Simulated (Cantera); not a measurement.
Charge: 1 mol Cu2O, 7.3 mol C, 0.23 mol H2, held at 1330 Pa.

Equilibrium computed with Cantera from the NASA thermochemical tables; the gas is ideal and each condensed phase is pure. Candidate condensed phases: C, C6H6, C7H8, C8H18, Cu, CuO, Cu(OH)2, Cu2O, H2O; 113 gas species. Equilibrium is a limit: real reactors are often held back by kinetics, nucleation or transport.

**Question.** At 1623 K, list the 4 most abundant gas species with their mole fractions, and the condensed phases.

**Answer.** CO 0.810, H2 0.186, Cu 0.00417, H 0.000258. Condensed: C(graphite) + Cu(l).
